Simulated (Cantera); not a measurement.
What does this Cantera script print?

```python
import numpy as np
import cantera as ct

gas_names = """
    Electron C C+ C- CH CH+ CH2 CH3 CH4 C2 C2+ C2- C2H C2H2,acetylene C2H2,vinylidene C2H3,vinyl C2H4
    C2H5 C2H6 C3 C3H3,propargyl C3H4,allene C3H4,propyne C3H4,cyclo- C3H5,allyl C3H6,propylene
    C3H6,cyclo- C3H7,n-propyl C3H7,i-propyl C3H8 C4 C4H2 C4H4,1,3-cyclo- C4H6,butadiene C4H6,2-butyne
    C4H6,cyclo- C4H8,1-butene C4H8,cis2-buten C4H8,tr2-butene C4H8,isobutene C4H8,cyclo- C4H9,n-butyl
    C4H9,i-butyl C4H9,s-butyl C4H9,t-butyl C4H10,isobutane C4H10,n-butane C5 C5H6,1,3cyclo- C5H8,cyclo-
    C5H10,1-pentene C5H10,cyclo- C5H11,pentyl C5H11,t-pentyl C5H12,n-pentane C5H12,i-pentane
    CH3C(CH3)2CH3 C6H2 C6H5,phenyl C6H6 C6H10,cyclo- C6H12,1-hexene C6H12,cyclo- C6H13,n-hexyl
    C7H7,benzyl C7H8 C7H14,1-heptene C7H15,n-heptyl C7H16,n-heptane C8H8,styrene C8H10,ethylbenz
    C8H16,1-octene C8H17,n-octyl C8H18,isooctane C8H18,n-octane C9H19,n-nonyl C10H8,naphthale
    C10H21,n-decyl C12H9,o-bipheny C12H10,bipheny H H+ H- H2 H2+ H2-
""".split()
cond_names = """
    C(gr) C6H6(L) C7H8(L) C8H18(L),n-octa
""".split()


def load(file, names, dense=False):
    # The tables refer to 1 bar. Condensed volumes are neglected.
    table = {s.name: s for s in ct.Species.list_from_file(file)}
    out = []
    for n in names:
        d = dict(table[n].input_data)
        d["thermo"] = dict(d["thermo"], **{"reference-pressure": 1e5})
        if dense:
            d["equation-of-state"] = {"model": "constant-volume", "density": "1e6 g/cm^3"}
        out.append(ct.Species.from_dict(d))
    return out


gas = ct.Solution(thermo="ideal-gas", species=load("nasa_gas.yaml", gas_names))
cond = {s.name: ct.Solution(thermo="fixed-stoichiometry", species=[s], name=s.name)
        for s in load("nasa_condensed.yaml", cond_names, dense=True)}
atoms = {
    'CH4': {'C': 1, 'H': 4},
    'H2': {'H': 2},
}
top_T = {'C(gr)': 4500}  # K; cautious upper limits of use, not melting points


def equilibrate(T, P, feed):
    n = {}
    for name, mol in feed.items():
        for a, k in atoms[name].items():
            n[a] = n.get(a, 0.0) + k * mol
    gas.TPX = T, P, n
    mass = sum(n.values()) * gas.mean_molecular_weight
    gas.equilibrate("TP")
    valid = [c for c in cond.values() if c.min_temp <= T <= top_T.get(c.name, c.max_temp)]
    mix = ct.Mixture([(gas, mass / gas.mean_molecular_weight)] + [(c, 0.0) for c in valid])
    mix.T, mix.P = T, P
    mix.equilibrate("TP", solver="vcs", rtol=1e-11, max_steps=5000)
    return mix


results = []
feed = {'CH4': 1, 'H2': 0.42}  # mol
P = 190  # Pa
for T in [2500, 2750, 3000, 3250, 3500, 3750, 4000, 4250, 4500, 4750, 5000]:
    mix = equilibrate(T, P, feed)
    results.append((T, P, feed, dict(zip(mix.species_names, mix.species_moles))))

top = {s: max(r[3][s] / sum(r[3][g] for g in gas_names) for r in results) for s in gas_names}
cols = sorted((s for s in top if top[s] > 1e-05), key=lambda s: -top[s])[:5]
seen = [c for c in cond_names if any(r[3].get(c, 0) > 1e-12 for r in results)]
print("log10 of partial pressures in bar; condensed amounts in mol")
print(f"{'T/K':>10s}" + "".join(f"{s[:9]:>10s}" for s in cols + seen))
for T, P, feed, n in results:
    ng = sum(n[g] for g in gas_names)
    print(f"{T:10.4g}" + "".join(f"{np.log10(max(n[s] / ng * P / 1e5, 1e-99)):10.3f}" for s in cols)
          + "".join(f"{n.get(c, 0):10.4g}" for c in seen))
```

Result:

```
log10 of partial pressures in bar; condensed amounts in mol
       T/K         H        H2         C        C3        C2     C(gr)
      2500    -3.086    -2.972    -6.779    -6.304    -7.339    0.9572
      2750    -2.846    -3.362    -5.423    -4.773    -5.787    0.8066
      3000    -2.787    -3.970    -4.463    -4.010    -4.835         0
      3250    -2.778    -4.569    -3.935    -4.218    -4.597         0
      3500    -2.793    -5.128    -3.615    -4.797    -4.660         0
      3750    -2.801    -5.604    -3.514    -5.830    -5.068         0
      4000    -2.802    -6.010    -3.495    -6.941    -5.563         0
      4250    -2.803    -6.366    -3.490    -7.959    -6.024         0
      4500    -2.803    -6.683    -3.489    -8.872    -6.441         0
      4750    -2.803    -6.967    -3.489    -9.693    -6.816         0
      5000    -2.803    -7.223    -3.489   -10.434    -7.155         0
```

Cantera equilibrium calculation (NASA polynomials, part measured and part estimated; ideal gas, pure solids and liquids).
